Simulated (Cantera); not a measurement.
Feed: 1 mol NiS, 410 mol H2, 2.5 mol N2, equilibrated at 1200 Torr.

Method: chemical equilibrium by Gibbs-energy minimisation in Cantera with the NASA 1993 tables (ideal gas, pure condensed phases). Candidate condensed phases: Ni, NiS, NiS2, Ni3S2, Ni3S4, S; 17 gas species. The numbers say what is thermodynamically allowed, not how fast it happens.

x: gas mole fraction; n: condensed amount in mol.

| T (°C) | x H2 | x N2 | x H2S | x H | x SH | x NH3 | x Ni | n Ni(s) | n Ni(l) |
|---|---|---|---|---|---|---|---|---|---|
| 752 | 0.991 | 0.00603 | 0.00242 | 3.43e-9 | 1.88e-8 | 6.07e-5 | <1e-12 | 1.00 | 0 |
| 852 | 0.991 | 0.00604 | 0.00242 | … | … | … | <1e-12 | 1.00 | 0 |
| 952 | 0.992 | 0.00605 | 0.00242 | 2.45e-7 | 4.41e-7 | 2.09e-5 | 1.61e-11 | 1.00 | 0 |
| 1052 | 0.992 | 0.00605 | 0.00242 | 1.29e-6 | 1.50e-6 | 1.38e-5 | 3.69e-10 | 1.00 | 0 |
| 1152 | 0.992 | 0.00606 | 0.00242 | 5.37e-6 | 4.27e-6 | 9.66e-6 | 5.44e-9 | 1.000 | 0 |
| 1252 | 0.991 | 0.00606 | 0.00241 | 1.86e-5 | 1.06e-5 | 7.07e-6 | 5.59e-8 | 1.000 | 0 |
| 1352 | 0.991 | 0.00606 | 0.00240 | 5.55e-5 | 2.35e-5 | 5.38e-6 | 4.29e-7 | 1.000 | 0 |
| 1452 | 0.991 | 0.00606 | 0.00237 | … | … | … | … | 0.999 | 0 |
| 1552 | 0.991 | 0.00606 | 0.00233 | 0.000347 | 8.67e-5 | 3.41e-6 | 1.19e-5 | 0 | 0.995 |
| 1652 | 0.991 | 0.00606 | 0.00226 | 0.000752 | 0.000148 | 2.81e-6 | 4.65e-5 | 0 | 0.980 |

Question: What belongs in the gaps?

Answer: 
- 1452, x H: 0.000146
- 1452, x SH: 4.71e-5
- 1452, x NH3: 4.22e-6
- 1452, x Ni: 2.58e-6
- 852, x H: 3.50e-8
- 852, x SH: 1.05e-7
- 852, x NH3: 3.41e-5
